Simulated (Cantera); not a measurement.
Cantera run, input and output.

```python
import numpy as np
import cantera as ct

gas = ct.Solution("gri30.yaml", transport_model="mixture-averaged")
show = ['NO', 'C2H2', 'CH4']

rows = []
print(f"{'T/K':>7s}{'rho':>11s}{'cp':>10s}{'mu':>11s}{'lambda':>11s}{'Pr':>7s}" + "".join(f"{'D_' + s:>11s}" for s in show))
for T in [400, 600, 800, 1000, 1200, 1400]:
    gas.TPX = T, 55, {'CO2': 0.27, 'C2H4': 0.72, 'C2H2': 0.64}
    Pr = gas.cp_mass * gas.viscosity / gas.thermal_conductivity
    D = [gas.mix_diff_coeffs_mole[gas.species_index(s)] for s in show]
    rows.append([gas.density, gas.cp_mass, gas.viscosity, gas.thermal_conductivity, Pr, *D])
    print(f"{T:7g}{gas.density:11.4e}{gas.cp_mass:10.1f}{gas.viscosity:11.4e}"
          f"{gas.thermal_conductivity:11.4e}{Pr:7.3f}" + "".join(f"{d:11.4e}" for d in D))
print("SI units: kg/m3, J/kg/K, Pa s, W/m/K, m2/s")
```

It prints:

```
    T/K        rho        cp         mu     lambda     Pr       D_NO     D_C2H2      D_CH4
    400 4.9456e-04    1666.2 1.4606e-05 3.2842e-02  0.741 4.9734e-02 3.9514e-02 5.4330e-02
    600 3.2970e-04    2073.1 2.0622e-05 5.6988e-02  0.750 1.0156e-01 8.3251e-02 1.1232e-01
    800 2.4728e-04    2357.0 2.5783e-05 8.0813e-02  0.752 1.6646e-01 1.3871e-01 1.8524e-01
   1000 1.9782e-04    2582.3 3.0369e-05 1.0366e-01  0.757 2.4299e-01 2.0443e-01 2.7135e-01
   1200 1.6485e-04    2754.6 3.4544e-05 1.2540e-01  0.759 3.3020e-01 2.7947e-01 3.6954e-01
   1400 1.4130e-04    2890.7 3.8411e-05 1.4605e-01  0.760 4.2740e-01 3.6314e-01 4.7897e-01
SI units: kg/m3, J/kg/K, Pa s, W/m/K, m2/s
```

Model: GRI-Mech 3.0 (53 species, 325 reactions), integrated in Cantera. The composition is frozen, though it would react at the higher temperatures.
